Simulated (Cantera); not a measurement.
Moist CO burnout

An isothermal, constant-pressure homogeneous reactor starts with 0.204 % CO, 2.81 % O2, 0.0775 % H2O, 96.9 % N2, at 1198 K and 5.00 bar.

Computed with Cantera and GRI-Mech 3.0 (53 species, 325 reactions).

```
t (s)         x CO    x O2     x H2O       x H       x O    x H2O2
--------  --------  ------  --------  --------  --------  --------
3.00e-5    0.00204  0.0281  0.000775    <1e-12  4.05e-10    <1e-12
0.000153   0.00204  0.0281  0.000775  5.71e-12   2.01e-9    <1e-12
0.000780   0.00204  0.0281  0.000775  5.85e-11   1.10e-8    <1e-12
0.00398    0.00203  0.0281  0.000775   2.95e-9   3.23e-7  8.86e-10
0.0203     0.00172  0.0279  0.000773   3.74e-8   2.74e-6   3.34e-8
0.103     0.000692  0.0274  0.000775   1.41e-8   1.47e-6   1.29e-8
0.528      2.56e-5  0.0271  0.000776  4.57e-10   1.30e-7  2.71e-10
2.69       8.96e-9  0.0271  0.000776  1.60e-12   5.08e-9  1.85e-11
13.7      9.27e-11  0.0271  0.000776    <1e-12   1.78e-9  6.72e-12
70.0      9.27e-11  0.0271  0.000776    <1e-12   1.78e-9  6.72e-12
```
x: mole fraction; the columns are a selection and need not sum to one.

Equilibrium at this temperature and pressure: CO 9.28e-11, O2 0.0271, H2O 0.000776, H <1e-12, O 1.78e-9, H2O2 6.72e-12 (gas phase only).
